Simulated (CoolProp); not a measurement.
Saturated liquid density (kg/m³) of R1233zd(E): the reference equation beside estimates from Tc = 438.9 K, pc = 3583 kPa, ω = 0.304. Rackett uses Z = 0.29056 − 0.08775 ω.

The numbers come from the reference Helmholtz-energy equation of state, Akasaka 2022 in CoolProp.

| T (K) | reference | Rackett | Soave-Redlich-Kwong | Peng-Robinson |
|---|---|---|---|---|
| 216.6 | 1443 | 1454 | 1285 | 1445 |
| 227.7 | 1420 | 1431 | ___ | 1427 |
| 238.7 | 1397 | 1408 | 1250 | 1408 |
| 249.8 | 1373 | ___ | 1231 | 1388 |
| 260.8 | 1349 | 1359 | 1211 | 1366 |
| 271.9 | 1324 | 1334 | 1190 | 1344 |
| 282.9 | 1299 | 1308 | 1168 | 1319 |
| 294 | 1273 | 1282 | 1143 | 1293 |
| 305 | 1246 | 1254 | 1118 | 1265 |
| 316.1 | 1218 | 1225 | 1090 | 1235 |
| 327.1 | 1189 | 1196 | 1061 | 1203 |
| 338.2 | 1159 | 1164 | 1029 | 1167 |
| 349.2 | 1127 | 1132 | ___ | 1129 |
| 360.3 | 1093 | 1097 | 956.9 | ___ |

Question: Some entries are withheld; supply them.

Answer: 
- 227.7, Soave-Redlich-Kwong: 1268
- 249.8, Rackett: 1384
- 349.2, Soave-Redlich-Kwong: 994.6
- 360.3, Peng-Robinson: 1086

Absolute difference from the reference over all 14 rows, mean and median: Rackett 0.6 and 0.7 %, Soave-Redlich-Kwong 10.7 and 10.5 %, Peng-Robinson 1.0 and 1.1 %.
